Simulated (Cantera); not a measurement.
Feed: 1 mol FeS2, 0.11 mol O2, 15 mol N2, equilibrated at 1423.15 K and 0.133 bar.

Equilibrium computed with Cantera from the NASA thermochemical tables; the gas is ideal and each condensed phase is pure. Candidate condensed phases: Fe, FeO, FeS, FeSO4, FeS2, Fe2O3, Fe2(SO4)3, Fe3O4, S; 19 gas species. FeS: taken at fixed stoichiometry. Rates play no part.

Base state: N2 0.964, S2 0.0284, SO2 0.00684, SO 0.000286, S2O 0.000176 (mole fractions); condensed: FeS(s).

Question: What changes in the equilibrium state with this change: temperature from 1423.15 K to 675 K?

Answer: 
| species | before | after |
|---|---|---|
| N2 | 0.964 | 0.995 |
| SO2 | 0.00684 | 0.00547 |
| S2 | 0.0284 | 8.47e-6 |
| SO | 0.000286 | <1e-9 |
| S2O | 0.000176 | 5.15e-7 |
| FeS(s), mol | 1.00 | 0 |
| FeS2(s), mol | 0 | 0.959 |
| Fe3O4(s), mol | 0 | 0.0138 |

Question: What changes in the equilibrium state with this change: N2 from 15 to 1.2 mol?

Answer: 
| species | before | after |
|---|---|---|
| N2 | 0.964 | 0.684 |
| S2 | 0.0284 | 0.251 |
| SO2 | 0.00684 | 0.0606 |
| S2O | 0.000176 | 0.00268 |
| SO | 0.000286 | 0.00147 |
| S | 7.34e-6 | 2.18e-5 |
| FeS(s), mol | 1.00 | 1.00 |

Question: What changes in the equilibrium state with this change: O2 from 0.11 to 1.4 mol?

Answer: 
```tsv
species	before	after
N2	0.964	0.913
SO2	0.00684	0.0578
S2	0.0284	0.0274
SO	0.000286	0.000823
S2O	0.000176	0.000497
FeS(s), mol	1.00	0.121
FeO(s), mol	0	0.879
```
Metal and sulfide melt together well below either melting point, which pure phases cannot show. Mutual solubility and eutectic melting of coexisting phases are not modelled. The tables' stoichiometric FeO is somewhat more stable than real wüstite, so its field is too wide. FeO, FeS: taken at fixed stoichiometry.
